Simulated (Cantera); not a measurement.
# Premixed flame

A freely propagating, adiabatic, planar premixed flame of 15.4 % CH₃OH, 17.7 % O₂, 66.9 % N₂, equivalence ratio 1.3, unburnt at 450 K and 1.00 bar; mixture-averaged transport, grid criteria slope 0.08 and curve 0.16, no radiation.

Cantera simulation using GRI-Mech 3.0 (53 species, 325 reactions); the numbers are that mechanism's predictions, not measurements. GRI-Mech 3.0 was tuned for natural gas; its chemistry of methanol as a main component is partial and can be far from experiment. Burning velocities carry a grid error of a few per cent, more on coarse grids.

```json
[
 {"z (mm)": "-0.736", "T (K)": "450", "u (m/s)": "0.974", "x CH₃OH": "0.154", "x O₂": "0.176", "x C₂H₄": "<1e-8", "x H": "<1e-8", "x CH₂O": "1.09e-6", "x NO₂": "<1e-8"},
 {"z (mm)": "-0.490", "T (K)": "453", "u (m/s)": "0.985", "x CH₃OH": "0.153", "x O₂": "0.175", "x C₂H₄": "<1e-8", "x H": "<1e-8", "x CH₂O": "9.08e-6", "x NO₂": "<1e-8"},
 {"z (mm)": "-0.368", "T (K)": "464", "u (m/s)": "1.02", "x CH₃OH": "0.151", "x O₂": "0.173", "x C₂H₄": "1.20e-8", "x H": "<1e-8", "x CH₂O": "5.74e-5", "x NO₂": "<1e-8"},
 {"z (mm)": "-0.245", "T (K)": "538", "u (m/s)": "1.20", "x CH₃OH": "0.145", "x O₂": "0.166", "x C₂H₄": "1.23e-7", "x H": "<1e-8", "x CH₂O": "0.000600", "x NO₂": "4.18e-8"},
 {"z (mm)": "-0.123", "T (K)": "915", "u (m/s)": "2.13", "x CH₃OH": "0.108", "x O₂": "0.131", "x C₂H₄": "1.19e-6", "x H": "2.88e-6", "x CH₂O": "0.00566", "x NO₂": "2.22e-7"},
 {"z (mm)": "-0.0613", "T (K)": "1298", "u (m/s)": "3.14", "x CH₃OH": "0.0596", "x O₂": "0.0943", "x C₂H₄": "2.84e-6", "x H": "0.000132", "x CH₂O": "0.0120", "x NO₂": "2.12e-7"},
 {"z (mm)": "0", "T (K)": "1681", "u (m/s)": "4.22", "x CH₃OH": "0.00975", "x O₂": "0.0557", "x C₂H₄": "5.01e-6", "x H": "0.00246", "x CH₂O": "0.00782", "x NO₂": "3.68e-8"},
 {"z (mm)": "0.0613", "T (K)": "1820", "u (m/s)": "4.60", "x CH₃OH": "0.000181", "x O₂": "0.0318", "x C₂H₄": "1.67e-6", "x H": "0.00884", "x CH₂O": "0.000437", "x NO₂": "<1e-8"},
 {"z (mm)": "0.123", "T (K)": "1863", "u (m/s)": "4.69", "x CH₃OH": "8.27e-7", "x O₂": "0.0179", "x C₂H₄": "1.24e-7", "x H": "0.0133", "x CH₂O": "7.15e-6", "x NO₂": "<1e-8"},
 {"z (mm)": "0.245", "T (K)": "1913", "u (m/s)": "4.79", "x CH₃OH": "<1e-8", "x O₂": "0.00816", "x C₂H₄": "<1e-8", "x H": "0.0156", "x CH₂O": "5.87e-8", "x NO₂": "<1e-8"},
 {"z (mm)": "0.490", "T (K)": "1969", "u (m/s)": "4.89", "x CH₃OH": "<1e-8", "x O₂": "0.00480", "x C₂H₄": "<1e-8", "x H": "0.0141", "x CH₂O": "<1e-8", "x NO₂": "<1e-8"},
 {"z (mm)": "0.981", "T (K)": "2030", "u (m/s)": "5.02", "x CH₃OH": "<1e-8", "x O₂": "0.00319", "x C₂H₄": "<1e-8", "x H": "0.0109", "x CH₂O": "<1e-8", "x NO₂": "<1e-8"},
 {"z (mm)": "1.96", "T (K)": "2089", "u (m/s)": "5.15", "x CH₃OH": "<1e-8", "x O₂": "0.00184", "x C₂H₄": "<1e-8", "x H": "0.00744", "x CH₂O": "<1e-8", "x NO₂": "<1e-8"}
]
```
x: mole fraction of selected species; z is measured from the peak of heat release.

- laminar burning velocity = 97.0 cm/s
- thermal thickness = 0.245 mm
- peak x(C₂H₄) = 5.01e-6
- peak x(H) = 0.0156
- peak x(CH₂O) = 0.0129
- grid points = 132
